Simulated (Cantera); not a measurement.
Cantera run:

```python
import numpy as np
import cantera as ct

gas_names = """
    C CH CH2 CH3 CH2OH CH3O CH4 CH3OH CO CO2 COOH C2 C2H CHCO,ketyl C2H2,acetylene C2H2,vinylidene
    CH2CO,ketene C2H3,vinyl CH3CO,acetyl C2H4 C2H4O,ethylen CH3CHO,ethanal CH3COOH (HCOOH)2 C2H5 C2H6
    CH3OCH3 C2H5OH C2O C3 C3H3,propargyl C3H4,allene C3H4,propyne C3H4,cyclo- C3H5,allyl C3H6,propylene
    C3H6,cyclo- C3H6O C3H7,n-propyl C3H7,i-propyl C3H8 C3H8O,1propanol C3H8O,2propanol C3O2 C4 C4H2
    C4H4,1,3-cyclo- C4H6,butadiene C4H6,2-butyne C4H6,cyclo- C4H8,1-butene C4H8,cis2-buten
    C4H8,tr2-butene C4H8,isobutene C4H8,cyclo- (CH3COOH)2 C4H9,n-butyl C4H9,i-butyl C4H9,s-butyl
    C4H9,t-butyl C4H10,isobutane C4H10,n-butane C5 C5H6,1,3cyclo- C5H8,cyclo- C5H10,1-pentene
    C5H10,cyclo- C5H11,pentyl C5H11,t-pentyl C5H12,n-pentane C5H12,i-pentane CH3C(CH3)2CH3 C6H2
    C6H5,phenyl C6H5O,phenoxy C6H6 C6H5OH,phenol C6H10,cyclo- C6H12,1-hexene C6H12,cyclo- C6H13,n-hexyl
    C7H7,benzyl C7H8 C7H8O,cresol C7H14,1-heptene C7H15,n-heptyl C7H16,n-heptane C8H8,styrene
    C8H10,ethylbenz C8H16,1-octene C8H17,n-octyl C8H18,isooctane C8H18,n-octane C9H19,n-nonyl
    C10H8,naphthale C10H21,n-decyl C12H9,o-bipheny C12H10,bipheny H HCO HO2 H2 HCHO,formaldehy HCOOH H2O
    H2O2 O OH O2 O3 Si SiC SiC2 SiC4H12 SiH SiH2 SiH3 SiH4 SiO SiO2 Si2 Si2C Si3
""".split()
cond_names = """
    C(gr) C6H6(L) C7H8(L) C8H18(L),n-octa H2O(s) H2O(L) Si(cr) Si(L) SiC(b) SiO2(Lqz) SiO2(hqz) SiO2(L)
""".split()


def load(file, names, dense=False):
    # The tables refer to 1 bar. Condensed volumes are neglected.
    table = {s.name: s for s in ct.Species.list_from_file(file)}
    out = []
    for n in names:
        d = dict(table[n].input_data)
        d["thermo"] = dict(d["thermo"], **{"reference-pressure": 1e5})
        if dense:
            d["equation-of-state"] = {"model": "constant-volume", "density": "1e6 g/cm^3"}
        out.append(ct.Species.from_dict(d))
    return out


gas = ct.Solution(thermo="ideal-gas", species=load("nasa_gas.yaml", gas_names))
cond = {s.name: ct.Solution(thermo="fixed-stoichiometry", species=[s], name=s.name)
        for s in load("nasa_condensed.yaml", cond_names, dense=True)}
atoms = {
    'HMDSO': {'Si': 2, 'C': 6, 'H': 18, 'O': 1},
    'H2O': {'H': 2, 'O': 1},
    'H2': {'H': 2},
}
top_T = {'C(gr)': 4500, 'SiC(b)': 3050}  # K; cautious upper limits of use, not melting points


def equilibrate(T, P, feed):
    n = {}
    for name, mol in feed.items():
        for a, k in atoms[name].items():
            n[a] = n.get(a, 0.0) + k * mol
    gas.TPX = T, P, n
    mass = sum(n.values()) * gas.mean_molecular_weight
    gas.equilibrate("TP")
    valid = [c for c in cond.values() if c.min_temp <= T <= top_T.get(c.name, c.max_temp)]
    mix = ct.Mixture([(gas, mass / gas.mean_molecular_weight)] + [(c, 0.0) for c in valid])
    mix.T, mix.P = T, P
    mix.equilibrate("TP", solver="vcs", rtol=1e-11, max_steps=5000)
    return mix


results = []
feed = {'HMDSO': 1, 'H2O': 0.39, 'H2': 67}  # mol
T = 1100  # K
P = 10000  # Pa
mix = equilibrate(T, P, feed)
results.append((T, P, feed, dict(zip(mix.species_names, mix.species_moles))))
x = sorted(zip(gas.X, gas.species_names), reverse=True)
print(f"T = {T:g} K  P = {P:g} Pa  gas = {mix.phase_moles(0):.4g} mol")
print("   x: " + "  ".join(f"{s} {v:.3e}" for v, s in x if v > 0.001))
print("   condensed (mol): " + ("  ".join(f"{mix.phase(i).name} {mix.phase_moles(i):.4g}"
      for i in range(1, mix.n_phases) if mix.phase_moles(i) > 1e-12) or "none"))
```

Result:

```
T = 1100 K  P = 10000 Pa  gas = 76.12 mol
   x: H2 9.964e-01  CH4 3.564e-03
   condensed (mol): C(gr) 4.42  SiC(b) 1.306  SiO2(hqz) 0.6937
```

Method: chemical equilibrium by Gibbs-energy minimisation in Cantera with the NASA 1993 tables (ideal gas, pure condensed phases). The feed counts by its element totals alone. Mutual solubility and eutectic melting of coexisting phases are not modelled.
